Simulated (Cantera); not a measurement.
Feed: 1 mol toluene, 1.1 mol O2, 0.052 mol H2O, held at 2400 °C and 1.00 bar.

Cantera equilibrium calculation (NASA polynomials, part measured and part estimated; ideal gas, pure solids and liquids). Candidate condensed phases: C, C6H6, C7H8, C8H18, H2O; 110 gas species. Kinetics and transport are ignored.

Base state: H2 0.597, CO 0.350, H 0.0396, C2H2 (acetylene) 0.0128, C4H2 0.000113, C2H 8.56e-5, CH3 4.72e-5, CH4 4.13e-5 (mole fractions); condensed: C(graphite).

Problem. What changes in the equilibrium state with this change: temperature from 2400 °C to 1352 °C?

Solution. 
```
species              before     after
-----------------  --------  --------
H2                    0.597     0.642
CO                    0.350     0.357
CH4                 4.13e-5  0.000606
H                    0.0396   5.65e-5
C2H2 (acetylene)     0.0128   2.28e-5
C4H2               0.000113     <1e-9
C2H                 8.56e-5     <1e-9
C2H2 (vinylidene)   1.72e-5     <1e-9
C(graphite), mol       4.58      4.75
```
